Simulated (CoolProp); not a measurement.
Propyne along the isobar 15.5 MPa: fugacity coefficient from the reference equation and from simpler models built on Tc = 129.6 °C, pc = 5.658 MPa, ω = 0.204; each cubic takes its own stable root.

The numbers come from the reference Helmholtz-energy equation of state, Polt 1992 in CoolProp. This equation is an older, rougher fit; its heat capacities, sound speeds and derivatives of the liquid may be far off and weren't checked against measurements.

| T (°C) | phase | reference |
|---|---|---|
| 74.95 | liquid | 0.1468 |
| 88.95 | liquid | 0.1851 |
| 102.95 | liquid | 0.2276 |
| 116.95 | liquid | 0.2735 |
| 130.95 | supercritical | 0.3218 |
| 144.95 | supercritical | 0.3712 |
| 158.85 | supercritical | 0.4203 |
| 172.85 | supercritical | 0.4683 |
| 186.85 | supercritical | 0.5136 |
| 200.85 | supercritical | 0.5551 |

Problem. How far does each simpler model (van der Waals, Redlich-Kwong, Soave-Redlich-Kwong, Peng-Robinson) lie from the reference over these 10 states: mean and median of the absolute difference, and the worst?

Solution. 
- van der Waals: mean 22.4 %, median 14.4 %, worst +69.0 % at 74.95 °C and 15.5 MPa
- Redlich-Kwong: mean 6.7 %, median 4.5 %, worst +19.5 % at 74.95 °C and 15.5 MPa
- Soave-Redlich-Kwong: mean 5.9 %, median 5.7 %, worst +6.8 % at 74.95 °C and 15.5 MPa
- Peng-Robinson: mean 0.9 %, median 1.1 %, worst -1.4 % at 172.85 °C and 15.5 MPa
